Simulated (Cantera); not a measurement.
An adiabatic, constant-volume homogeneous reactor starts with 37.9 % CO, 2.69 % H₂, 11.9 % O₂, 44.7 % N₂, 2.88 % H₂O, equivalence ratio 1.7, at 1525 K and 5.00 bar.

Model: GRI-Mech 3.0 (53 species, 325 reactions), integrated in Cantera. The hydrogen kinetics of GRI-Mech 3.0 are dated; newer H2 mechanisms differ, most at raised pressure. Above 3000 K some thermodynamic fits are extrapolated.

Problem. Predict: time of steepest temperature rise; temperature at 4.00 s; equilibrium temperature; x(CO) at 4.00 s; x(H₂) at 4.00 s; x(O₂) at 4.00 s; x(N₂O) at 4.00 s; x(CO₂) at 4.00 s; x(O) at 4.00 s.

Solution. time of steepest temperature rise: 7.77 µs
temperature at 4.00 s: 3070 K
equilibrium temperature: 3070 K
x(CO) at 4.00 s: 0.225 (gas-phase equilibrium 0.225)
x(H₂) at 4.00 s: 0.00706 (gas-phase equilibrium 0.00706)
x(O₂) at 4.00 s: 0.0144 (gas-phase equilibrium 0.0144)
x(N₂O) at 4.00 s: 1.44e-6 (gas-phase equilibrium 1.44e-6)
x(CO₂) at 4.00 s: 0.191 (gas-phase equilibrium 0.191)
x(O) at 4.00 s: 0.00570 (gas-phase equilibrium 0.00570)
